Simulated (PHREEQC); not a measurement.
1.1 g of hydrous ferric oxide (600 m²/g; 0.2 weak and 0.005 strong sites per Fe, Dzombak-Morel constants, diffuse double layer) in 1 kg of water with 0.01 mol/kgw of an inert sodium salt and 0.00084 mol CaCl2, at 25 °C; the pH is set by adding NaOH or the inert anion's acid. O2 is buffered at 0.21 atm. The system is closed to CO2. Nothing may precipitate in this run.

The series has 13 steps of pH, from 3 to 11.

The numbers come from PHREEQC with the ion-association model, wateq4f.dat.

Near which pH is half of the Ca sorbed, and on which side is more sorbed?

Near pH 8.7, with more sorbed at higher pH.

At which pH does the surface charge pass through zero?

Near pH 8.4.

Complexes and solids missing from the database can't appear. The oxide is taken as insoluble; below pH 4 it would dissolve.
